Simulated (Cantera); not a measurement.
**Thermodynamics of roasting and sulfation, feed FeS2 + SO2 + CO2**

Charge: 1 mol FeS2, 3 mol SO2, 0.27 mol CO2, equilibrated at 850 K and 59000 Pa.

These are equilibrium values from Cantera (NASA tables, ideal gas, pure condensed phases), not measurements of a reactor. Candidate condensed phases: C, Fe, Fe(CO)5, FeO, FeS, FeSO4, FeS2, Fe2O3, Fe2(SO4)3, Fe3O4, S; 25 gas species. Gases not in the tables: S3 to S7. The numbers say what is thermodynamically allowed, not how fast it happens.

The x(SO2) comes out as 0.911 and the x(CO2) comes out as 0.0823. The x(S2) comes out as 0.00589. The x(S2O) is 0.00113 and the x(COS) is 1.13e-5. The x(CO) comes out as 6.55e-6. The x(SO) is 1.50e-6, the n(FeS2(s)) is 0.983 mol and the n(Fe3O4(s)) is 0.00553 mol. The gas amount comes out as 3.280 mol and the log10 activity of S(l) (absent) is -1.11. The log10 activity of FeSO4(s) (absent) comes out as -2.84. The log10 activity of Fe(α) (absent) comes out as -5.52.
